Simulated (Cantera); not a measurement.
Input (Python, Cantera) and output of one run.

```python
import numpy as np
import cantera as ct

gas_names = """
    C CN CO CO2 C2 CCN CNC C2N2 C2O C3 C3O2 C4 C4N2 C5 N NCO NO NO2 NO3 N2 N2O O O2 O3 Pb PbO Pb2
""".split()
cond_names = """
    C(gr) Pb(cr) Pb(L) PbO(rd) PbO(yw) PbO(L) PbO2(s) Pb3O4(s)
""".split()


# ... load() reads the species with a 1 bar reference pressure and builds the phases ...
atoms = {
    'PbO': {'Pb': 1, 'O': 1},
    'N2': {'N': 2},
    'CO': {'C': 1, 'O': 1},
}
top_T = {'C(gr)': 4500, 'Pb3O4(s)': 820}  # K; cautious upper limits of use, not melting points


# ... equilibrate(T, P, feed) seeds the gas with the atoms and calls Mixture.equilibrate('TP', solver="vcs", rtol=1e-11, max_steps=5000) ...
results = []
feed = {'PbO': 1, 'N2': 10, 'CO': 7.2}  # mol
P = 110  # Pa
for T in [948, 998, 1048, 1098, 1148, 1198, 1248, 1298, 1348, 1398, 1448, 1498]:
    mix = equilibrate(T, P, feed)
    results.append((T, P, feed, dict(zip(mix.species_names, mix.species_moles))))

top = {s: max(r[3][s] / sum(r[3][g] for g in gas_names) for r in results) for s in gas_names}
cols = sorted((s for s in top if top[s] > 1e-05), key=lambda s: -top[s])[:5]
seen = [c for c in cond_names if any(r[3].get(c, 0) > 1e-12 for r in results)]
print("log10 of partial pressures in bar; condensed amounts in mol")
print(f"{'T/K':>10s}" + "".join(f"{s[:9]:>10s}" for s in cols + seen))
for T, P, feed, n in results:
    ng = sum(n[g] for g in gas_names)
    print(f"{T:10.4g}" + "".join(f"{np.log10(max(n[s] / ng * P / 1e5, 1e-99)):10.3f}" for s in cols)
          + "".join(f"{n.get(c, 0):10.4g}" for c in seen))
```

Result:

```
log10 of partial pressures in bar; condensed amounts in mol
       T/K        N2        CO       CO2        Pb     Pb(L)
       948    -3.196    -3.404    -4.196    -5.320    0.9248
       998    -3.200    -3.408    -4.200    -4.810    0.7543
      1048    -3.212    -3.420    -4.212    -4.350    0.2716
      1098    -3.219    -3.426    -4.219    -4.219         0
      1148    -3.219    -3.426    -4.219    -4.219         0
      1198    -3.219    -3.426    -4.219    -4.219         0
      1248    -3.219    -3.426    -4.219    -4.219         0
      1298    -3.219    -3.426    -4.219    -4.219         0
      1348    -3.219    -3.426    -4.219    -4.219         0
      1398    -3.219    -3.426    -4.219    -4.219         0
      1448    -3.219    -3.426    -4.219    -4.219         0
      1498    -3.219    -3.426    -4.219    -4.219         0
```

Cantera equilibrium calculation (NASA polynomials, part measured and part estimated; ideal gas, pure solids and liquids).
